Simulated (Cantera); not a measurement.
# Thermodynamics of silicon nitride deposition, feed trisilylamine + N₂ + H₂

Input: 1 mol trisilylamine, 17 mol N₂, 4.5 mol H₂, held at 1900 °C and 37.0 Pa.

These are equilibrium values from Cantera (NASA tables, ideal gas, pure condensed phases), not measurements of a reactor. Candidate condensed phases: Si, Si₃N₄; 18 gas species. The feed counts by its element totals alone. The tables' values for SiN are old estimates; treat these amounts as uncertain. The numbers say what is thermodynamically allowed, not how fast it happens.

```json
{
  "x(N₂)": "0.558",
  "x(H₂)": "0.227",
  "x(H)": "0.120",
  "x(Si)": "0.0946",
  "x(SiH)": "0.000405",
  "x(SiN)": "0.000242",
  "x(Si₂)": "0.000178",
  "x(Si₂N)": "3.38e-5",
  "x(SiH₂)": "7.37e-6",
  "gas_amount": "31.36 mol",
  "log10 activity of Si(l) (absent)": "-0.91"
}
```
